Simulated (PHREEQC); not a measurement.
Solution (89 °C): 0.0057 mol/kgw ZnCl2 and 0.33 mol/kgw NaOH. Closed to the air; pH follows from the charge balance.

Model: ion-association model, wateq4f.dat, run in PHREEQC.

The pH is 11.75, the ionic strength is 0.331 mol/kgw and the activity of water is 0.989. The total alkalinity comes out as 330 meq/kg.

```
species    molality  activity   log γ
---------  --------  --------  ------
Na+           0.330     0.226  -0.164
OH-           0.313     0.198  -0.199
Cl-          0.0114   0.00729  -0.194
Zn(OH)3-    0.00349   0.00244  -0.155
Zn(OH)2     0.00129   0.00139   0.033
Zn(OH)4-2  0.000898  0.000215  -0.621
ZnOH+       1.70e-5   1.19e-5  -0.155
```

No solid was allowed to form. Examples of supersaturated solids here: Zincite(c) (slow to form). Others may be too. Complexes and solids missing from the database can't appear. Away from 25 °C the constants follow the database's enthalpies or fits; those with neither stay at their 25 °C values.
